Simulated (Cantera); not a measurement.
**B₂O₃ + NF₃ + N₂ (oxide etching and cleaning by halides)**

Input: 1 mol B₂O₃, 1.8 mol NF₃, 0.5 mol N₂, held at 5.80 mbar.

Cantera equilibrium calculation (NASA polynomials, part measured and part estimated; ideal gas, pure solids and liquids). Candidate condensed phases: B, BN, B₂O₃; 31 gas species. The tables' values for BF₂ are old estimates; treat these amounts as uncertain. Kinetics and transport are ignored.

```
T (°C)  log p BF₃  log p N₂  log p O₂  log p BOF  log p B₃O₃F₃
------  ---------  --------  --------  ---------  ------------
802         -2.67     -2.75     -2.77      -4.63         -3.92
902         -2.67     -2.75     -2.77      -3.92         -4.07
1002        -2.68     -2.76     -2.78      -3.50         -4.73
1102        -2.68     -2.77     -2.78      -3.44         -6.16
1202        -2.68     -2.77     -2.78      -3.44         -7.56
1302        -2.68     -2.77     -2.78      -3.44         -8.78
1402        -2.68     -2.77     -2.78      -3.44         -9.84
1502        -2.68     -2.77     -2.79      -3.43        -10.78
1602        -2.69     -2.77     -2.79      -3.43        -11.61
```
log p: log10 of the partial pressure in bar; nothing condenses.

From 802 °C to 1602 °C nothing is condensed. The main B-bearing gas is BF₃ throughout.
